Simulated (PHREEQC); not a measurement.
A solution holds 0.0007 mol H2SeO3 and 0.00058 mol HCl per kg of water, at 25 °C. Closed to the air; pH follows from the charge balance.

All values are PHREEQC results (ion-association model, wateq4f.dat), not measurements.

Precipitation was switched off in this run.

**Question.** Estimate the pH, ionic strength.

**Answer.** pH 3.00; ionic strength 0.00103 mol/kgw.

**Question.** In which forms is Se present?

**Answer.** HSeO3- 65 %, H2SeO3 35 % of the Se.
